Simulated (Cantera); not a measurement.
An adiabatic, constant-volume homogeneous reactor starts with CH₄ : C₂H₆ : O₂ : N₂ = 1 : 0.083 : 1.64 : 6.15 (molar parts), equivalence ratio 1.4, at 1200 K and 74000 Pa. Integrator tolerance rtol = 1e-08.

Model: GRI-Mech 3.0 (53 species, 325 reactions), integrated in Cantera.

```csv
quantity,before,after
time of steepest temperature rise,9.91 ms,19.5 ms
temperature at 7.00 s,2816 K,2743 K
equilibrium temperature,2816 K,2743 K
x(CH₄) at 7.00 s,<1e-12 (gas-phase equilibrium <1e-12),<1e-12 (gas-phase equilibrium <1e-12)
x(C₂H₆) at 7.00 s,<1e-12 (gas-phase equilibrium <1e-12),<1e-12 (gas-phase equilibrium <1e-12)
x(O₂) at 7.00 s,0.00227 (gas-phase equilibrium 0.00227),0.00315 (gas-phase equilibrium 0.00315)
x(CH₂) at 7.00 s,<1e-12 (gas-phase equilibrium <1e-12),<1e-12 (gas-phase equilibrium <1e-12)
x(HO₂) at 7.00 s,1.48e-6 (gas-phase equilibrium 1.48e-6),1.25e-6 (gas-phase equilibrium 1.25e-6)
```

Question: Which change was made?
A) pressure from 74000 Pa to 1100000 Pa
B) initial temperature 1200 to 1175 K
C) constant pressure in place of constant volume
D) pressure from 74000 Pa to 28000 Pa

Answer: D, pressure from 74000 Pa to 28000 Pa
